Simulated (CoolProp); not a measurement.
Ethanol along the isobar 44.8 bar: Z from the reference equation and from simpler models built on Tc = 514.7 K, pc = 62.68 bar, ω = 0.644; each cubic takes its own stable root.

Model: reference Helmholtz-energy equation of state, Schroeder 2014, in CoolProp.

```json
[
 {"T (K)": "294.2", "phase": "liquid", "reference": "0.1065", "Soave-Redlich-Kwong": "0.1253", "Peng-Robinson": "0.1115"},
 {"T (K)": "329.4", "phase": "liquid", "reference": "0.09887", "Soave-Redlich-Kwong": "0.1166", "Peng-Robinson": "0.1036"},
 {"T (K)": "364.5", "phase": "liquid", "reference": "0.09339", "Soave-Redlich-Kwong": "0.1110", "Peng-Robinson": "0.09835"},
 {"T (K)": "399.7", "phase": "liquid", "reference": "0.09000", "Soave-Redlich-Kwong": "0.1083", "Peng-Robinson": "0.09586"},
 {"T (K)": "434.8", "phase": "liquid", "reference": "0.08915", "Soave-Redlich-Kwong": "0.1096", "Peng-Robinson": "0.09687"},
 {"T (K)": "469.9", "phase": "liquid", "reference": "0.09219", "Soave-Redlich-Kwong": "0.1182", "Peng-Robinson": "0.1046"},
 {"T (K)": "505.1", "phase": "gas", "reference": "0.6688", "Soave-Redlich-Kwong": "0.6512", "Peng-Robinson": "0.6267"},
 {"T (K)": "540.2", "phase": "gas", "reference": "0.7973", "Soave-Redlich-Kwong": "0.7717", "Peng-Robinson": "0.7485"},
 {"T (K)": "575.4", "phase": "gas", "reference": "0.8613", "Soave-Redlich-Kwong": "0.8402", "Peng-Robinson": "0.8186"}
]
```
